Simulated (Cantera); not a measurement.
An isothermal, constant-pressure homogeneous reactor starts with H2 : O2 = 0.0063 : 1 (molar parts), at 1425 K and 3900 Pa.

Cantera simulation using GRI-Mech 3.0 (53 species, 325 reactions); the numbers are that mechanism's predictions, not measurements. Radical loss at walls, strong at low pressure, is not modelled.

One state of this run: x H2 = 5.27e-8; x O2 = 0.994; x H = 1.99e-8; x H2O = 0.00625; x HO2 = 3.33e-8. x: mole fraction; the columns are a selection and need not sum to one.

Problem. Which value of t (s) does it belong to?
A) 0.0105
B) 4.00
C) 0.000200
D) 0.0283

Solution. B, 4.00
